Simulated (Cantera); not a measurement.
Input (Python, Cantera) and output of one run.

```python
import numpy as np
import cantera as ct

gas_names = """
    AL ALH ALN AL2 H H2 N NH NH2 NH3 N2 N2H2 N2H4
""".split()
cond_names = """
    AL(cr) AL(L) ALN(s)
""".split()


# ... load() reads the species with a 1 bar reference pressure and builds the phases ...
atoms = {
    'AlN': {'AL': 1, 'N': 1},
    'H2': {'H': 2},
}
top_T = {'ALN(s)': 2750}  # K; cautious upper limits of use, not melting points


# ... equilibrate(T, P, feed) seeds the gas with the atoms and calls Mixture.equilibrate('TP', solver="vcs", rtol=1e-11, max_steps=5000) ...
results = []
feed = {'AlN': 1, 'H2': 7.3}  # mol
T = 1925  # K
P = 3600  # Pa
mix = equilibrate(T, P, feed)
results.append((T, P, feed, dict(zip(mix.species_names, mix.species_moles))))
x = sorted(zip(gas.X, gas.species_names), reverse=True)
print(f"T = {T:g} K  P = {P:g} Pa  gas = {mix.phase_moles(0):.4g} mol")
print("   x: " + "  ".join(f"{s} {v:.3e}" for v, s in x if v > 0.001))
print("   condensed (mol): " + ("  ".join(f"{mix.phase(i).name} {mix.phase_moles(i):.4g}"
      for i in range(1, mix.n_phases) if mix.phase_moles(i) > 1e-12) or "none"))
```

Output:

```
T = 1925 K  P = 3600 Pa  gas = 7.43 mol
   x: H2 9.797e-01  AL 9.590e-03  N2 5.095e-03  H 4.987e-03
   condensed (mol): ALN(s) 0.9243
```

These are equilibrium values from Cantera (NASA tables, ideal gas, pure condensed phases), not measurements of a reactor.
